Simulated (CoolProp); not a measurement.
Vapour-liquid equilibrium of n-butane (1) + trans-2-butene (2) at 0.482 bar; x and y are mole fractions of (1).

Model: multi-fluid Helmholtz-energy mixture model, Bücker 2006 and Lemmon 2005; pair parameters Bell 2016, in CoolProp.

```json
[
 {"x": "0.05", "bubble temperature (K)": "255.8", "y at the bubble point": "0.057", "dew temperature at overall composition x (K)": "255.9", "liquid density (mol/L)": "11.47"},
 {"x": "0.15", "bubble temperature (K)": "255.5", "y at the bubble point": "0.166", "dew temperature at overall composition x (K)": "255.6", "liquid density (mol/L)": "11.38"},
 {"x": "0.25", "bubble temperature (K)": "255.3", "y at the bubble point": "0.269", "dew temperature at overall composition x (K)": "255.3", "liquid density (mol/L)": "11.30"},
 {"x": "0.35", "bubble temperature (K)": "255.1", "y at the bubble point": "0.368", "dew temperature at overall composition x (K)": "255.1", "liquid density (mol/L)": "11.21"},
 {"x": "0.45", "bubble temperature (K)": "254.9", "y at the bubble point": "0.465", "dew temperature at overall composition x (K)": "254.9", "liquid density (mol/L)": "11.12"},
 {"x": "0.55", "bubble temperature (K)": "254.8", "y at the bubble point": "0.561", "dew temperature at overall composition x (K)": "254.8", "liquid density (mol/L)": "11.04"},
 {"x": "0.65", "bubble temperature (K)": "254.7", "y at the bubble point": "0.657", "dew temperature at overall composition x (K)": "254.7", "liquid density (mol/L)": "10.95"},
 {"x": "0.75", "bubble temperature (K)": "254.6", "y at the bubble point": "0.754", "dew temperature at overall composition x (K)": "254.6", "liquid density (mol/L)": "10.87"},
 {"x": "0.85", "bubble temperature (K)": "254.6", "y at the bubble point": "0.852", "dew temperature at overall composition x (K)": "254.6", "liquid density (mol/L)": "10.79"},
 {"x": "0.95", "bubble temperature (K)": "254.6", "y at the bubble point": "0.950", "dew temperature at overall composition x (K)": "254.6", "liquid density (mol/L)": "10.71"}
]
```

No azeotrope shows between x = 0.05 and 0.95.

Pair parameters are fitted to limited data, so mixtures are less certain than the pure fluids.
